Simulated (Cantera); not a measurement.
A freely propagating, adiabatic, planar premixed flame of CH4 : CO : O2 : N2 = 1 : 0.082 : 2.04 : 8.57 (molar parts), equivalence ratio 1.0, unburnt at 423 K and 1.18 atm; mixture-averaged transport, grid criteria slope 0.08 and curve 0.16, no radiation.

Cantera simulation using GRI-Mech 3.0 (53 species, 325 reactions); the numbers are that mechanism's predictions, not measurements. Burning velocities carry a grid error of a few per cent, more on coarse grids.

Task: What does this change do: inlet temperature 423 to 550 K?

Result: 
```json
[
 {"quantity": "laminar burning velocity", "before": "53.0 cm/s", "after": "89.1 cm/s"},
 {"quantity": "thermal thickness", "before": "0.390 mm", "after": "0.337 mm"},
 {"quantity": "peak x(C2H)", "before": "1.30e-7", "after": "2.10e-7"}
]
```
